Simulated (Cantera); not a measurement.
## Equilibrium for silicon nitride deposition: SiH₄ + N₂ + H₂

Feed: 1 mol SiH₄, 37 mol N₂, 10 mol H₂.

Method: chemical equilibrium by Gibbs-energy minimisation in Cantera with the NASA 1993 tables (ideal gas, pure condensed phases). Candidate condensed phases: Si, Si₃N₄; 18 gas species. Kinetics and transport are ignored.

Problem. Map the stable condensed phases over T = 1400, 1450, 1500, 1550, 1600, 1650, 1700, 1750, 1800, 1850, 1900 °C and P in Pa = 5, 21, 85, 350, 1400, 5900, 24000, 100000.

Solution. 
```
T in °C \ P in Pa
              5     21     85    350   1400   5900  24000 100000
   1900       A      A      A      A      A      B      B      B
   1850       A      A      A      A      B      B      B      C
   1800       A      A      A      A      B      B      B      C
   1750       A      A      A      B      B      B      B      C
   1700       A      A      A      B      B      B      C      C
   1650       A      A      A      B      B      B      C      C
   1600       A      A      B      B      B      C      C      C
   1550       A      A      B      B      B      C      C      C
   1500       A      B      B      B      C      C      C      C
   1450       A      B      B      C      C      C      C      C
   1400       B      B      B      C      C      C      C      C
```
A: gas only; B: Si; C: Si₃N₄.
